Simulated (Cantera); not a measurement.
## Boron, boron nitride and boron oxide: B2O3 + H2

Charge: 1 mol B2O3, 35 mol H2, equilibrated at 15.8 Torr.

Cantera equilibrium calculation (NASA polynomials, part measured and part estimated; ideal gas, pure solids and liquids). Candidate condensed phases: B, B2O3, B3O3H3, H2O; 23 gas species. The numbers say what is thermodynamically allowed, not how fast it happens.

```
T (°C)   x H2      x H   x HBO     x BO  x HBO2    x H2O   x B2O3    x B2O2
------  -----  -------  ------  -------  ------  -------  -------  --------
1700    0.940  0.00903  0.0196  0.00281  0.0167  0.00403  0.00689   0.00116
1750    0.935   0.0127  0.0199  0.00382  0.0165  0.00467  0.00632   0.00111
1800    0.929   0.0175  0.0199  0.00509  0.0163  0.00538  0.00575   0.00105
1850    0.921   0.0238  0.0198  0.00662  0.0159  0.00616  0.00517  0.000974
1900    0.912   0.0318  0.0195  0.00843  0.0155  0.00701  0.00460  0.000890
1950    0.901   0.0420  0.0189   0.0105  0.0149  0.00792  0.00403  0.000800
2000    0.887   0.0546  0.0181   0.0128  0.0142  0.00889  0.00348  0.000706
2050    0.870   0.0701  0.0172   0.0153  0.0134  0.00989  0.00295  0.000611
2100    0.850   0.0889  0.0161   0.0178  0.0125   0.0109  0.00246  0.000518
```
x: gas mole fraction; nothing condenses.

From 1700 °C to 2100 °C nothing is condensed. The main B-bearing gas is HBO at 1700 °C and BO at 2100 °C.
